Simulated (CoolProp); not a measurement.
A closed Brayton cycle with dry air: compressor inlet 313.15 K and 2.6 MPa, high pressure 6.79 MPa, turbine inlet 850 K, compressor efficiency 0.8, turbine efficiency 0.93, recuperator effectiveness 0.9 (on enthalpy, no pinch check). Each further row changes one setting.

Computed with CoolProp (reference Helmholtz-energy equation of state, Lemmon 2000). It is a pseudo-pure fit of the blend.

```json
[
 {"case": "as stated", "thermal efficiency (%)": "31.5", "net work (kJ/kg)": "70.5", "compressor to turbine work": "0.64", "compressor exit (K)": "436.9", "turbine exit (K)": "672.9"},
 {"case": "turbine inlet 800 K", "thermal efficiency (%)": "28.3", "net work (kJ/kg)": "58.8", "compressor to turbine work": "0.68", "compressor exit (K)": "436.9", "turbine exit (K)": "631.8"},
 {"case": "compressor inlet 323.15 K", "thermal efficiency (%)": "29.9", "net work (kJ/kg)": "66.3", "compressor to turbine work": "0.66", "compressor exit (K)": "450.6", "turbine exit (K)": "672.9"},
 {"case": "high pressure 5.77 MPa", "thermal efficiency (%)": "32.4", "net work (kJ/kg)": "64.4", "compressor to turbine work": "0.61", "compressor exit (K)": "413.5", "turbine exit (K)": "700.3"},
 {"case": "recuperator effectiveness 0.5", "thermal efficiency (%)": "21.8", "net work (kJ/kg)": "70.5", "compressor to turbine work": "0.64", "compressor exit (K)": "436.9", "turbine exit (K)": "672.9"}
]
```
